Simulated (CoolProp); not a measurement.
Properties of CH3F (R41) along the isobar 28.2 MPa.

The numbers come from the reference Helmholtz-energy equation of state, Lemmon 2006 in CoolProp. It is a short technical equation, of lower accuracy than the large ones.

```csv
T (K),phase,Z,speed of sound (m/s),Joule-Thomson coefficient (K/MPa)
305.1,liquid,0.5419,760.4,-0.01221
317.1,liquid,0.5427,712.7,0.06544
329.1,supercritical,0.5460,667.1,0.1558
341.1,supercritical,0.5518,624.1,0.2602
353,supercritical,0.5604,584.4,0.3783
365,supercritical,0.5719,548.0,0.5120
377,supercritical,0.5863,515.8,0.6581
389,supercritical,0.6036,488.0,0.8124
401,supercritical,0.6235,465.1,0.9682
413,supercritical,0.6454,446.9,1.117
425,supercritical,0.6689,433.0,1.251
```
